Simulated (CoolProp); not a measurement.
Vapour pressure (MPa) of dimethyl carbonate: the reference equation beside estimates from Tc = 557.0 K, pc = 4.909 MPa, ω = 0.346. Clausius-Clapeyron is anchored at 396.3 K with a constant enthalpy of vaporisation of 31.67 kJ/mol.

Model: reference Helmholtz-energy equation of state, Zhou 2011, in CoolProp.

| T (K) | reference | Lee-Kesler | Clausius-Clapeyron | van der Waals | Redlich-Kwong |
|---|---|---|---|---|---|
| 396.3 | 0.2620 | 0.2631 | 0.2620 | 1.069 | 0.4917 |
| 400.4 | 0.2911 | 0.2929 | 0.2891 | 1.125 | 0.5350 |
| 404.5 | 0.3226 | 0.3252 | 0.3184 | 1.184 | 0.5810 |
| 408.6 | 0.3566 | 0.3601 | ? | 1.244 | 0.6297 |
| 412.7 | 0.3934 | ? | 0.3839 | 1.307 | 0.6812 |
| 416.9 | 0.4340 | ? | 0.4213 | 1.373 | 0.7370 |
| 421 | 0.4766 | 0.4835 | 0.4605 | 1.439 | 0.7946 |
| 425.1 | 0.5224 | 0.5306 | 0.5025 | 1.508 | 0.8552 |
| 429.2 | 0.5714 | 0.5811 | 0.5474 | 1.579 | 0.9189 |

### Question
Complete the blanks.

### Answer

- 408.6, Clausius-Clapeyron: 0.3500
- 412.7, Lee-Kesler: 0.3979
- 416.9, Lee-Kesler: 0.4397

Absolute difference from the reference over all 9 rows, mean and median: Lee-Kesler 1.1 and 1.1 %, Clausius-Clapeyron 2.3 and 2.4 %, van der Waals 236.2 and 232.2 %, Redlich-Kwong 73.6 and 73.2 %.
